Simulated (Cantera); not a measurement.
Cantera run:

```python
import numpy as np
import cantera as ct

gas_names = [...]  # 118 gases of nasa_gas.yaml made of C, Cl, F, H
cond_names = """
    C(gr) C6H6(L) C7H8(L) C8H18(L),n-octa
""".split()


# ... load() reads the species with a 1 bar reference pressure and builds the phases ...
atoms = {
    'CH2F2': {'C': 1, 'H': 2, 'F': 2},
    'H2': {'H': 2},
    'HCl': {'H': 1, 'CL': 1},
}
top_T = {'C(gr)': 4500}  # K; cautious upper limits of use, not melting points


# ... equilibrate(T, P, feed) seeds the gas with the atoms and calls Mixture.equilibrate('TP', solver="vcs", rtol=1e-11, max_steps=5000) ...
results = []
feed = {'CH2F2': 1, 'H2': 0.36, 'HCl': 0.82}  # mol
T = 3173.15  # K
P = 8400  # Pa
mix = equilibrate(T, P, feed)
results.append((T, P, feed, dict(zip(mix.species_names, mix.species_moles))))
x = sorted(zip(gas.X, gas.species_names), reverse=True)
print(f"T = {T:g} K  P = {P:g} Pa  gas = {mix.phase_moles(0):.4g} mol")
print("   x: " + "  ".join(f"{s} {v:.3e}" for v, s in x if v > 0.0001))
print("   condensed (mol): " + ("  ".join(f"{mix.phase(i).name} {mix.phase_moles(i):.4g}"
      for i in range(1, mix.n_phases) if mix.phase_moles(i) > 1e-12) or "none"))
```

It prints:

```
T = 3173.15 K  P = 8400 Pa  gas = 4.062 mol
   x: HF 4.747e-01  H 2.126e-01  CL 1.453e-01  HCL 5.641e-02  H2 5.565e-02  C3 2.118e-02  F 1.510e-02  C2H2,acetylene 5.563e-03  C2H 4.612e-03  C 2.861e-03  CF 2.450e-03  C2 2.227e-03  C5 6.364e-04  C4H2 2.322e-04  C2HCL 1.520e-04  C4 1.145e-04
   condensed (mol): C(gr) 0.5983
```

Cantera equilibrium calculation (NASA polynomials, part measured and part estimated; ideal gas, pure solids and liquids). The tables' values for CCl are old estimates; treat these amounts as uncertain.
